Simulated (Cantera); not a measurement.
A jet of 2.60 % H2, 11.9 % O2, 85.5 % N2, equivalence ratio 0.11 at 300 K and 3000 Pa hits a platinum plate 9.4 cm away at a mass flux of 0.07 kg/m²/s; the plate temperature is set and raised in steps from an oxygen-covered start.

Model: Deutschmann's 1995 Pt surface mechanism with GRI-Mech 3.0 gas chemistry, integrated in Cantera. Catalytic surfaces can have several steady states; this one follows from the mechanism file's or the stated starting coverage.

x: mole fraction at the wall; θ: surface coverage.

```tsv
plate T (K)	wall x H2	wall x O2	wall x H2O	wall x OH	θ free Pt	θ O*	θ OH*
700	0.00401	0.0954	0.0425	<1e-8	0.0846	0.913	0.00198
750	0.00341	0.0948	0.0435	<1e-8	0.106	0.893	0.00160
800	0.00264	0.0941	0.0448	<1e-8	0.147	0.852	0.00140
850	0.00201	0.0934	0.0458	___	0.204	0.795	0.00125
900	0.00159	0.0930	0.0464	___	0.270	0.729	0.00111
950	0.00132	0.0928	0.0467	___	0.340	0.659	0.000967
```

### Question
What belongs in the gaps?

### Answer

- 850, wall x OH: 2.10e-8
- 900, wall x OH: 6.55e-8
- 950, wall x OH: 1.82e-7
